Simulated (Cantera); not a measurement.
A Cantera script and what it prints.

```python
import numpy as np
import cantera as ct

gas_names = [...]  # 123 gases of nasa_gas.yaml made of C, H, O, Si
cond_names = """
    C(gr) C6H6(L) C7H8(L) C8H18(L),n-octa H2O(s) H2O(L) Si(cr) Si(L) SiC(b) SiO2(Lqz) SiO2(hqz) SiO2(L)
""".split()


# ... load() reads the species with a 1 bar reference pressure and builds the phases ...
atoms = {
    'SiO2': {'Si': 1, 'O': 2},
    'CO': {'C': 1, 'O': 1},
    'H2': {'H': 2},
    'CH4': {'C': 1, 'H': 4},
}
top_T = {'C(gr)': 4500, 'SiC(b)': 3050}  # K; cautious upper limits of use, not melting points


# ... equilibrate(T, P, feed) seeds the gas with the atoms and calls Mixture.equilibrate('TP', solver="vcs", rtol=1e-11, max_steps=5000) ...
results = []
feed = {'SiO2': 1, 'CO': 0.94, 'H2': 0.99, 'CH4': 0.34}  # mol
T = 800  # K
P = 320  # Pa
mix = equilibrate(T, P, feed)
results.append((T, P, feed, dict(zip(mix.species_names, mix.species_moles))))
x = sorted(zip(gas.X, gas.species_names), reverse=True)
print(f"T = {T:g} K  P = {P:g} Pa  gas = {mix.phase_moles(0):.4g} mol")
print("   x: " + "  ".join(f"{s} {v:.3e}" for v, s in x if v > 0.001))
print("   condensed (mol): " + ("  ".join(f"{mix.phase(i).name} {mix.phase_moles(i):.4g}"
      for i in range(1, mix.n_phases) if mix.phase_moles(i) > 1e-12) or "none"))
```

Result:

```
T = 800 K  P = 320 Pa  gas = 2.496 mol
   x: H2 6.507e-01  CO 3.036e-01  CO2 2.912e-02  H2O 1.479e-02  CH4 1.821e-03
   condensed (mol): C(gr) 0.4451  SiO2(Lqz) 1
```

Method: chemical equilibrium by Gibbs-energy minimisation in Cantera with the NASA 1993 tables (ideal gas, pure condensed phases).
